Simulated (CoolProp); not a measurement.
R1336mzz(Z) along the isobar 29.7 bar: fugacity coefficient from the reference equation and from simpler models built on Tc = 171.3 °C, pc = 29.04 bar, ω = 0.386; each cubic takes its own stable root.

Values from CoolProp's reference Helmholtz-energy equation of state, McLinden 2020.

```json
[
 {"T (°C)": "1.45", "phase": "liquid", "reference": "0.01016"},
 {"T (°C)": "12.35", "phase": "liquid", "reference": "0.01650"},
 {"T (°C)": "23.15", "phase": "liquid", "reference": "0.02549"},
 {"T (°C)": "33.95", "phase": "liquid", "reference": "0.03784"},
 {"T (°C)": "44.75", "phase": "liquid", "reference": "0.05421"},
 {"T (°C)": "55.65", "phase": "liquid", "reference": "0.07545"},
 {"T (°C)": "66.45", "phase": "liquid", "reference": "0.1017"},
 {"T (°C)": "77.25", "phase": "liquid", "reference": "0.1337"},
 {"T (°C)": "88.05", "phase": "liquid", "reference": "0.1716"},
 {"T (°C)": "98.95", "phase": "liquid", "reference": "0.2162"},
 {"T (°C)": "109.75", "phase": "liquid", "reference": "0.2665"},
 {"T (°C)": "120.55", "phase": "liquid", "reference": "0.3226"}
]
```

Task: How far does each simpler model (van der Waals, Peng-Robinson) lie from the reference over these 12 states: mean and median of the absolute difference, and the worst?

Result: 
- van der Waals: mean 332.8 %, median 218.0 %, worst +1040.7 % at 1.45 °C and 29.7 bar
- Peng-Robinson: mean 1.6 %, median 1.4 %, worst +2.5 % at 1.45 °C and 29.7 bar
